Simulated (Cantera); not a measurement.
An isothermal, constant-pressure homogeneous reactor starts with CH4 : H2 = 0.022 : 1 (molar parts), at 2000 K and 9.00 Torr. Integrator tolerance rtol = 1e-08.

Computed with Cantera and GRI-Mech 3.0 (53 species, 325 reactions). GRI-Mech 3.0 stops at C3 and has no aromatics, soot or wall deposition, so with more carbon than oxygen in the feed, carbon stays in small species such as C2H2 where larger ones or solid carbon would form. Radical loss at walls, strong at low pressure, is not modelled.

Q: What does this change do: temperature 2000 to 1725 K?

A: 
```csv
quantity,before,after
x(CH4) at 60.0 s,1.80e-5 (gas-phase equilibrium 1.80e-5),0.000203 (gas-phase equilibrium 0.000124)
x(H2) at 60.0 s,0.975 (gas-phase equilibrium 0.975),0.988 (gas-phase equilibrium 0.988)
x(CH2) at 60.0 s,1.05e-7 (gas-phase equilibrium 1.05e-7),1.28e-8 (gas-phase equilibrium 7.85e-9)
x(CH3) at 60.0 s,5.35e-6 (gas-phase equilibrium 5.36e-6),7.05e-6 (gas-phase equilibrium 4.33e-6)
x(C2H6) at 60.0 s,4.82e-12 (gas-phase equilibrium 4.84e-12),2.35e-10 (gas-phase equilibrium 1.15e-10)
x(C2H4) at 60.0 s,8.18e-7 (gas-phase equilibrium 8.18e-7),4.93e-6 (gas-phase equilibrium 4.95e-6)
```
